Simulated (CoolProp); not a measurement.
Properties of fluorine along the isobar 20 MPa (Tc = 144.4 K, pc = 5.240 MPa, ω = 0.045).

Computed with CoolProp (reference Helmholtz-energy equation of state, de Reuck 1990).

```json
[
 {"T (K)": "68.8", "phase": "liquid", "density (kg/m³)": "1642", "isothermal compressibility (1/MPa)": "0.0008849", "fugacity coefficient": "0.001086"},
 {"T (K)": "101.8", "phase": "liquid", "density (kg/m³)": "1446", "isothermal compressibility (1/MPa)": "0.002016", "fugacity coefficient": "0.04163"},
 {"T (K)": "134.8", "phase": "liquid", "density (kg/m³)": "1214", "isothermal compressibility (1/MPa)": "0.005347", "fugacity coefficient": "0.2067"},
 {"T (K)": "167.9", "phase": "supercritical", "density (kg/m³)": "919.3", "isothermal compressibility (1/MPa)": "0.01948", "fugacity coefficient": "0.4581"},
 {"T (K)": "200.9", "phase": "supercritical", "density (kg/m³)": "619.0", "isothermal compressibility (1/MPa)": "0.04287", "fugacity coefficient": "0.6739"},
 {"T (K)": "233.9", "phase": "supercritical", "density (kg/m³)": "453.8", "isothermal compressibility (1/MPa)": "0.04799", "fugacity coefficient": "0.8115"},
 {"T (K)": "267", "phase": "supercritical", "density (kg/m³)": "365.0", "isothermal compressibility (1/MPa)": "0.04806", "fugacity coefficient": "0.8952"},
 {"T (K)": "300", "phase": "supercritical", "density (kg/m³)": "310.2", "isothermal compressibility (1/MPa)": "0.04740", "fugacity coefficient": "0.9473"}
]
```
